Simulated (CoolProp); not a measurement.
Values from CoolProp's reference Helmholtz-energy equation of state, Gao 2022.

Question: Give the vapour pressure (MPa), vapour density (kg/m³), enthalpy of vaporisation (kJ/kg), liquid cp (kJ/(kg K)) of saturated n-perfluorohexane at 80.65 °C.

Answer: 
| T (°C) | p (MPa) | vapour density (kg/m³) | enthalpy of vaporisation (kJ/kg) | liquid cp (kJ/(kg K)) |
|---|---|---|---|---|
| 80.65 | 0.211 | 27.1 | 77.4 | 1.14 |
